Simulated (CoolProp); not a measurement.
Vapour-liquid equilibrium of R125 (1) + dimethyl ether (2) at 287.7 K; x and y are mole fractions of (1).

Model: multi-fluid Helmholtz-energy mixture model, Lemmon 2005 and Wu 2011; pair parameters Bell 2016, in CoolProp.

| x | bubble pressure, mixture model (MPa) | bubble pressure, Raoult's law (MPa) | y, mixture model | y, Raoult's law |
|---|---|---|---|---|
| 0.05 | 0.4419 | 0.4616 | 0.071 | 0.112 |
| 0.15 | 0.4663 | 0.5221 | 0.211 | 0.298 |
| 0.25 | 0.4965 | 0.5825 | 0.348 | 0.445 |
| 0.35 | 0.5344 | 0.6430 | 0.481 | 0.564 |
| 0.45 | 0.5821 | 0.7034 | 0.605 | 0.663 |
| 0.55 | 0.6412 | 0.7639 | 0.716 | 0.746 |
| 0.65 | 0.7124 | 0.8243 | 0.809 | 0.817 |
| 0.75 | 0.7954 | 0.8848 | 0.885 | 0.878 |
| 0.85 | 0.8881 | 0.9452 | 0.942 | 0.932 |
| 0.95 | 0.9863 | 1.006 | 0.984 | 0.979 |

The largest gap from Raoult's law is -17.2 % in bubble pressure, at x = 0.45. No azeotrope shows between x = 0.05 and 0.95.

Pair parameters are fitted to limited data, so mixtures are less certain than the pure fluids.
